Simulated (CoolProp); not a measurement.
Properties of R143a along the isotherm 256.8 K.

Computed with CoolProp (reference Helmholtz-energy equation of state, Lemmon and Jacobsen 2000).

| p (kPa) | phase | density (kg/m³) | speed of sound (m/s) | expansivity (1/kK) | fugacity coefficient |
|---|---|---|---|---|---|
| 4700 | liquid | 1094 | 643.7 | 2.622 | 0.08049 |
| 9400 | liquid | 1110 | 681.8 | 2.391 | 0.04760 |
| 14100 | liquid | 1125 | 715.9 | 2.214 | 0.03744 |
| 18800 | liquid | 1138 | 747.1 | 2.074 | 0.03307 |
| 23500 | liquid | 1149 | 776.1 | 1.959 | 0.03110 |
| 28200 | liquid | 1160 | 803.2 | 1.862 | 0.03042 |
| 32900 | liquid | 1170 | 828.9 | 1.779 | 0.03056 |
| 37600 | liquid | 1180 | 853.3 | 1.708 | 0.03130 |
